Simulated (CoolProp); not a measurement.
Vapour-liquid equilibrium of n-butane (1) + cis-2-butene (2) at 281.9 K; x and y are mole fractions of (1).

Values from CoolProp's multi-fluid Helmholtz-energy mixture model, Bücker 2006 and Lemmon 2005; pair parameters Bell 2016.

```tsv
x	bubble pressure, mixture model (bar)	bubble pressure, Raoult's law (bar)	y, mixture model	y, Raoult's law
0.05	1.240	1.233	0.062	0.058
0.2	(withheld)	1.262	0.233	0.225
0.35	1.321	1.292	(withheld)	0.385
0.5	(withheld)	1.322	0.533	0.537
0.65	1.375	1.352	(withheld)	0.683
0.8	1.396	1.381	0.814	0.823
0.95	1.415	1.411	0.954	0.957
```

Fill in the missing entries.


- 0.2, bubble pressure, mixture model (bar): 1.285
- 0.35, y, mixture model: 0.387
- 0.5, bubble pressure, mixture model (bar): 1.351
- 0.65, y, mixture model: 0.674

The largest gap from Raoult's law is +2.2 % in bubble pressure, at x = 0.35. No azeotrope shows between x = 0.05 and 0.95.

The pair parameters rest on a limited set of measurements; away from them the model extrapolates.
